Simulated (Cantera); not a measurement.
Input: 1 mol BN, 0.57 mol H2, at 2625 °C and 0.100 bar.

Cantera equilibrium calculation (NASA polynomials, part measured and part estimated; ideal gas, pure solids and liquids). Candidate condensed phases: B, BN; 15 gas species. The tables' values for BH2 are old estimates; treat these amounts as uncertain. Equilibrium is a limit: real reactors are often held back by kinetics, nucleation or transport.

Base state: N2 0.406, H2 0.352, H 0.214, B 0.0230, BH2 0.00339, BH 0.00101, BN 0.000997, B2 1.65e-5 (mole fractions); condensed: B(l).

Q: What changes in the equilibrium state with this change: temperature from 2625 °C to 2077 °C?

A: 
```
species      before     after
----------  -------  --------
H2            0.352     0.861
N2            0.406    0.0999
H             0.214    0.0366
B            0.0230  0.000187
BH2         0.00339   0.00221
B2          1.65e-5   1.91e-8
N           1.42e-5   6.67e-8
B(l), mol     0.965     0.128
BN(s), mol        0     0.871
```
Mutual solubility and eutectic melting of coexisting phases are not modelled. Gases not in the tables: B2H6 and higher boranes.
